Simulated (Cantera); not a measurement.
Charge: 1 mol TiN, 26 mol HCl, held at 1573.15 K and 0.140 bar.

Equilibrium computed with Cantera from the NASA thermochemical tables; the gas is ideal and each condensed phase is pure. Candidate condensed phases: NH4Cl, Ti, TiCl2, TiCl3, TiCl4, TiN; 17 gas species. The tables' values for TiCl2 are old estimates; treat these amounts as uncertain. The numbers say what is thermodynamically allowed, not how fast it happens.

Base state: HCl 0.869, H2 0.0723, TiCl4 0.0274, N2 0.0195, TiCl3 0.0116, Cl 0.000280, H 2.93e-5, TiCl2 1.27e-5 (mole fractions); condensed: gas only.

### Question
What changes in the equilibrium state with this change: temperature from 1573.15 K to 1975 K?

### Answer
```json
[
 {"species": "HCl", "before": "0.869", "after": "0.866"},
 {"species": "H2", "before": "0.0723", "after": "0.0664"},
 {"species": "TiCl3", "before": "0.0116", "after": "0.0278"},
 {"species": "TiCl4", "before": "0.0274", "after": "0.00995"},
 {"species": "Cl", "before": "0.000280", "after": "0.00918"},
 {"species": "N2", "before": "0.0195", "after": "0.0192"},
 {"species": "TiCl2", "before": "1.27e-5", "after": "0.000674"},
 {"species": "H", "before": "2.93e-5", "after": "0.000943"}
]
```
